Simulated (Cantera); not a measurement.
Feed: 1 mol C2F6, 0.0067 mol Si, 0.089 mol H2, held at 1475 K and 0.00390 bar.

Equilibrium computed with Cantera from the NASA thermochemical tables; the gas is ideal and each condensed phase is pure. Candidate condensed phases: C, C6H6, C7H8, C8H18, Si, SiC; 113 gas species. The feed counts by its element totals alone. Gases not in the tables: C2F6 and larger saturated fluorocarbons. Rates play no part.

Base state: CF4 0.886, HF 0.109, SiF4 0.00410, CF2 0.000441, CF3 8.42e-5, F 7.98e-5 (mole fractions); condensed: C(graphite).

What changes in the equilibrium state with this change: C2F6 replaced by CH3Cl?


```
species             before     after
----------------  --------  --------
H2                   <1e-9     0.525
HCl                      0     0.472
SiCl2                    0   0.00273
CF4                  0.886         0
HF                   0.109         0
SiF4               0.00410         0
CF2               0.000441         0
SiCl3                    0  0.000326
SiCl4                    0  0.000132
H                  1.35e-9  0.000150
C(graphite), mol     0.551     1.000
```
The tables' values for SiCl3 are old estimates; treat these amounts as uncertain.
